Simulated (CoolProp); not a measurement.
R227EA along the isotherm 221.8 K: fugacity coefficient from the reference equation and from simpler models built on Tc = 374.9 K, pc = 2.925 MPa, ω = 0.358; each cubic takes its own stable root.

Model: reference Helmholtz-energy equation of state, Lemmon 2016, in CoolProp.

| p (MPa) | phase | reference |
|---|---|---|
| 0.0139 | gas | 0.9887 |
| 0.0316 | liquid | 0.5204 |
| 0.0719 | liquid | 0.2292 |
| 0.164 | liquid | 0.1010 |
| 0.372 | liquid | 0.04505 |
| 0.847 | liquid | 0.02031 |
| 1.93 | liquid | 0.009467 |
| 4.39 | liquid | 0.004768 |

### Question
How far does each simpler model (van der Waals, Soave-Redlich-Kwong, Peng-Robinson) lie from the reference over these 8 states: mean and median of the absolute difference, and the worst?

### Answer
- van der Waals: mean 796.1 %, median 1018.9 %, worst +1408.0 % at 221.8 K and 4.39 MPa
- Soave-Redlich-Kwong: mean 0.5 %, median 0.4 %, worst +1.7 % at 221.8 K and 4.39 MPa
- Peng-Robinson: mean 2.4 %, median 2.8 %, worst +2.9 % at 221.8 K and 0.0316 MPa

At some of these states van der Waals gives the other phase, because its saturation line lies elsewhere.
